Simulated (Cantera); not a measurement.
Input: 1 mol B2O3, 0.086 mol H2O, equilibrated at 2325 K and 13.3 mbar.

Equilibrium computed with Cantera from the NASA thermochemical tables; the gas is ideal and each condensed phase is pure. Equilibrium is a limit: real reactors are often held back by kinetics, nucleation or transport.

| species | before | after |
|---|---|---|
| B2O3 | 0.776 | 0.764 |
| HBO2 | 0.130 | 0.128 |
| BO2 | 0.0443 | 0.0503 |
| BO | 0.0315 | 0.0376 |
| O | 0.00116 | 0.00152 |
| O2 | 0.000546 | 0.000682 |
| H | 0.00535 | 0.00635 |
| OH | 0.00101 | 0.00114 |
| B2O2 | 0.00162 | 0.00168 |
| HBO | 0.00169 | 0.00174 |
Gas species are given as mole fractions.

Problem. Which change was made?
A) temperature from 2325 K to 1900 K
B) temperature from 2325 K to 1300 K
C) pressure from 13.3 mbar to 9.70 mbar
D) H2O from 0.086 to 1.2 mol

Solution. C, pressure from 13.3 mbar to 9.70 mbar
